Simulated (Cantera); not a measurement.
A perfectly stirred reactor is fed with C2H6 : N2 = 1 : 6.2 (molar parts), at 0.233 Torr; it is held at 1650 K, and followed from long to short residence time.

Detailed kinetics in Cantera: GRI-Mech 3.0 (53 species, 325 reactions). GRI-Mech 3.0 stops at C3 and has no aromatics, soot or wall deposition, so with more carbon than oxygen in the feed, carbon stays in small species such as C2H2 where larger ones or solid carbon would form. Radical loss at walls, strong at low pressure, is not modelled.

| quantity | before | after |
|---|---|---|
| x(C2H6) at τ = 4.70 s | 0.000387 | 0.000486 |
| x(H) at τ = 4.70 s | 0.00124 | 0.00128 |
| x(CH3) at τ = 4.70 s | 0.00346 | 0.00394 |
| x(C2H4) at τ = 4.70 s | 0.00219 | 0.00269 |
| x(CH4) at τ = 4.70 s | 0.0243 | 0.0262 |
| x(C2H6) at τ = 0.120 s | 0.0124 | 0.0155 |
| x(H) at τ = 0.120 s | 0.00144 | 0.00144 |
| x(CH3) at τ = 0.120 s | 0.0196 | 0.0219 |
| x(C2H4) at τ = 0.120 s | 0.0289 | 0.0318 |
| x(CH4) at τ = 0.120 s | 0.0454 | 0.0436 |

Task: Name the change that produced these shifts.
(A) temperature 1650 to 1998 K
(B) N2 6.2 to 0.75 parts
(C) pressure from 0.233 Torr to 0.180 Torr
(D) C2H6 1 to 5.8 parts

Result: C, pressure from 0.233 Torr to 0.180 Torr
